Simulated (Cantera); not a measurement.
Low-pressure radical oxidation in H2/O2

A perfectly stirred reactor is fed with H₂ : O₂ = 0.039 : 1 (molar parts), equivalence ratio 0.019, at 20.0 Torr; it is held at 1425 K, and followed from long to short residence time.

Model: GRI-Mech 3.0 (53 species, 325 reactions), integrated in Cantera. Radical loss at walls, strong at low pressure, is not modelled. The temperature is held fixed by assumption; the heat of reaction is taken as removed at once.

```csv
τ (s),x H₂,x O₂,x H₂O₂,x OH,x O,x H₂O
0.39,0.000114,0.956,3.69e-8,0.00200,0.00439,0.0369
0.20,0.000167,0.954,4.37e-8,0.00242,0.00649,0.0365
0.099,0.000246,0.951,5.10e-8,0.00292,0.00950,0.0360
0.050,0.000350,0.947,5.77e-8,0.00344,0.0131,0.0353
0.025,0.000490,0.942,6.37e-8,0.00394,0.0172,0.0346
0.013,0.000671,0.938,6.88e-8,0.00438,0.0207,0.0338
0.0065,0.000960,0.935,7.44e-8,0.00481,0.0234,0.0330
0.0033,0.00143,0.933,8.12e-8,0.00524,0.0248,0.0320
0.0017,0.00226,0.933,9.04e-8,0.00574,0.0249,0.0307
0.00085,0.00383,0.934,1.03e-7,0.00637,0.0236,0.0286
0.00043,0.00661,0.936,1.16e-7,0.00697,0.0209,0.0255
```
x: mole fraction; the columns are a selection and need not sum to one.
